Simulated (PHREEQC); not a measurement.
Make-up at 5 °C: 0.0059 mol/kgw HF, 0.00034 mol/kgw NH4HF2 and 0.0043 mol/kgw (NH4)2SiF6. Closed to the air; pH follows from the charge balance.

Computed with PHREEQC (ion-association model, wateq4f.dat).

No solid was allowed to form.

Q: Order these F species by the share of F that they hold, largest first: HF2-, H2F2, HF, SiF6-2, F-.

A: SiF6-2 (80 %), HF (12 %), F- (7.2 %), H2F2 (0.52 %), HF2- (0.18 %)

The pH is 2.74 and the ionic strength 0.0153 mol/kgw. At this temperature some constants are extrapolated from 25 °C, and those without enthalpy data are left unchanged. SiF6-2 is the database's only silicon fluoride.
